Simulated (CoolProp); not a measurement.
Isobutane along the isotherm 563.3 K: Z from the reference equation and from simpler models built on Tc = 407.8 K, pc = 3.629 MPa, ω = 0.184; each cubic takes its own stable root.

The numbers come from the reference Helmholtz-energy equation of state, Bücker 2006 in CoolProp.

```json
[
 {"p (MPa)": "0.34", "phase": "gas", "reference": "0.9895"},
 {"p (MPa)": "0.68", "phase": "gas", "reference": "0.9790"},
 {"p (MPa)": "1.02", "phase": "gas", "reference": "0.9686"},
 {"p (MPa)": "1.36", "phase": "gas", "reference": "0.9582"},
 {"p (MPa)": "1.7", "phase": "gas", "reference": "0.9478"},
 {"p (MPa)": "2.04", "phase": "gas", "reference": "0.9375"},
 {"p (MPa)": "2.38", "phase": "gas", "reference": "0.9272"},
 {"p (MPa)": "2.72", "phase": "gas", "reference": "0.9170"},
 {"p (MPa)": "3.06", "phase": "gas", "reference": "0.9069"},
 {"p (MPa)": "3.4", "phase": "gas", "reference": "0.8969"},
 {"p (MPa)": "3.74", "phase": "supercritical", "reference": "0.8871"},
 {"p (MPa)": "4.08", "phase": "supercritical", "reference": "0.8773"},
 {"p (MPa)": "4.42", "phase": "supercritical", "reference": "0.8677"},
 {"p (MPa)": "4.76", "phase": "supercritical", "reference": "0.8583"},
 {"p (MPa)": "5.1", "phase": "supercritical", "reference": "0.8490"},
 {"p (MPa)": "5.44", "phase": "supercritical", "reference": "0.8400"}
]
```

Task: How far does each simpler model (Pitzer virial, Redlich-Kwong, Soave-Redlich-Kwong) lie from the reference over these 16 states: mean and median of the absolute difference, and the worst?

Result: 
- Pitzer virial: mean 0.1 %, median 0.1 %, worst -0.5 % at 563.3 K and 5.44 MPa
- Redlich-Kwong: mean 1.5 %, median 1.4 %, worst -2.8 % at 563.3 K and 5.44 MPa
- Soave-Redlich-Kwong: mean 0.9 %, median 0.8 %, worst +2.2 % at 563.3 K and 5.44 MPa
